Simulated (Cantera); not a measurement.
Charge: 1 mol Si, 8.9 mol Br₂, 7.7 mol H₂, at 675 K and 0.100 bar.

Cantera equilibrium calculation (NASA polynomials, part measured and part estimated; ideal gas, pure solids and liquids). Candidate condensed phases: Br₂, Si; 19 gas species. The numbers say what is thermodynamically allowed, not how fast it happens.

Base state: HBr 0.885, SiBr₄ 0.0641, H₂ 0.0513 (mole fractions); condensed: gas only.

Q: What changes in the equilibrium state with this change: H₂ from 7.7 to 0.39 mol?

A: 
| species | before | after |
|---|---|---|
| Br₂ | 1.38e-8 | 0.785 |
| SiBr₄ | 0.0641 | 0.121 |
| HBr | 0.885 | 0.0941 |
| H₂ | 0.0513 | <1e-9 |
| Br | 7.48e-9 | 5.64e-5 |

Q: What changes in the equilibrium state with this change: Br₂ from 8.9 to 2.9 mol?

A: 
```json
[
 {"species": "H₂", "before": "0.0513", "after": "0.708"},
 {"species": "HBr", "before": "0.885", "after": "0.188"},
 {"species": "SiBr₄", "before": "0.0641", "after": "0.104"},
 {"species": "SiHBr₃", "before": "2.56e-7", "after": "2.71e-5"}
]
```
